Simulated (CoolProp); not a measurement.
Vapour-liquid equilibrium of propylene (1) + R115 (2) at -7.05 °C; x and y are mole fractions of (1).

The numbers come from the multi-fluid Helmholtz-energy mixture model, Lemmon 2013 and Lemmon 2016; pair parameters Bell 2016 in CoolProp.

| x | bubble pressure, mixture model (bar) | bubble pressure, Raoult's law (bar) | y, mixture model | y, Raoult's law |
|---|---|---|---|---|
| 0.05 | 3.760 | 3.568 | 0.105 | 0.066 |
| 0.125 | 4.101 | 3.657 | 0.233 | 0.161 |
| 0.2 | 4.393 | 3.747 | 0.332 | 0.251 |
| 0.275 | 4.634 | 3.837 | 0.412 | 0.337 |
| 0.35 | 4.826 | 3.927 | 0.477 | 0.419 |
| 0.425 | 4.974 | 4.016 | 0.533 | 0.498 |
| 0.5 | 5.083 | 4.106 | 0.581 | 0.573 |
| 0.575 | 5.156 | 4.196 | 0.626 | 0.645 |
| 0.65 | 5.196 | 4.286 | 0.670 | 0.714 |
| 0.725 | 5.202 | 4.375 | 0.716 | 0.780 |
| 0.8 | 5.167 | 4.465 | 0.768 | 0.843 |
| 0.875 | 5.074 | 4.555 | 0.833 | 0.904 |
| 0.95 | 4.895 | 4.645 | 0.920 | 0.962 |

The largest gap from Raoult's law is +23.9 % in bubble pressure, at x = 0.425. y crosses x between x = 0.65 and 0.725: the model has an azeotrope there.

Pair parameters are fitted to limited data, so mixtures are less certain than the pure fluids.
